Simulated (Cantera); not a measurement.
A perfectly stirred reactor is fed with CO : H2 : O2 : N2 = 1 : 0.25 : 1.23 : 4.61 (molar parts), equivalence ratio 0.51, at 4.93 atm; it is adiabatic with a 750 K inlet, and is followed from long to short residence time, starting on the burning branch (τ in s: 0.46, 0.21, 0.095, 0.043, 0.02, 0.0089, 0.0041, 0.0019, 0.00084, 0.00038, 0.00017, 7.9e-05, 3.6e-05).

Cantera simulation using GRI-Mech 3.0 (53 species, 325 reactions); the numbers are that mechanism's predictions, not measurements. The hydrogen kinetics of GRI-Mech 3.0 are dated; newer H2 mechanisms differ, most at raised pressure.

**Question.** What does this change do: 0.13 parts CO2 added?

**Answer.** 
```
quantity                                                                          before                                   after
------------------------------------------------  --------------------------------------  --------------------------------------
blow-out, bracketed by the residence times tried  burning at 36.0 µs, the shortest tried  burning at 36.0 µs, the shortest tried
x(CO) at τ = 0.460 s                                                            0.000791                                0.000697
x(H2) at τ = 0.460 s                                                             3.86e-5                                 3.07e-5
x(O2) at τ = 0.460 s                                                              0.0915                                  0.0902
x(N2O) at τ = 0.460 s                                                            7.75e-7                                 7.01e-7
x(NO) at τ = 0.460 s                                                             0.00402                                 0.00299
x(CO) at τ = 4.10 ms                                                             0.00383                                 0.00399
x(H2) at τ = 4.10 ms                                                            0.000153                                0.000145
x(O2) at τ = 4.10 ms                                                              0.0942                                  0.0926
x(N2O) at τ = 4.10 ms                                                            1.97e-6                                 2.04e-6
x(NO) at τ = 4.10 ms                                                            0.000269                                0.000195
```

**Question.** What does this change do: inlet temperature 750 to 598 K?

**Answer.** 
| quantity | before | after |
|---|---|---|
| blow-out, bracketed by the residence times tried | burning at 36.0 µs, the shortest tried | burning at 79.0 µs, out at 36.0 µs |
| x(CO) at τ = 0.460 s | 0.000791 | 0.000362 |
| x(H2) at τ = 0.460 s | 3.86e-5 | 1.85e-5 |
| x(O2) at τ = 0.460 s | 0.0915 | 0.0929 |
| x(N2O) at τ = 0.460 s | 7.75e-7 | 6.17e-7 |
| x(NO) at τ = 0.460 s | 0.00402 | 0.00125 |
| x(CO) at τ = 4.10 ms | 0.00383 | 0.00348 |
| x(H2) at τ = 4.10 ms | 0.000153 | 0.000136 |
| x(O2) at τ = 4.10 ms | 0.0942 | 0.0943 |
| x(N2O) at τ = 4.10 ms | 1.97e-6 | 2.41e-6 |
| x(NO) at τ = 4.10 ms | 0.000269 | 0.000110 |
